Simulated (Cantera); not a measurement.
Feed: 1 mol Cr₂O₃, 0.77 mol H₂, a varied amount of N₂, held at 2075 K and 5.50 bar.

These are equilibrium values from Cantera (NASA tables, ideal gas, pure condensed phases), not measurements of a reactor. Candidate condensed phases: Cr, CrN, Cr₂N, Cr₂O₃, H₂O; 29 gas species. The numbers say what is thermodynamically allowed, not how fast it happens.

**Question.** At 25 mol N₂, list the 5 most abundant gas species with their mole fractions, and the condensed phases.

**Answer.** N₂ 0.970, H₂ 0.0291, H₂O 0.000620, Cr 0.000411, H 0.000194. Condensed: Cr₂O₃(s).
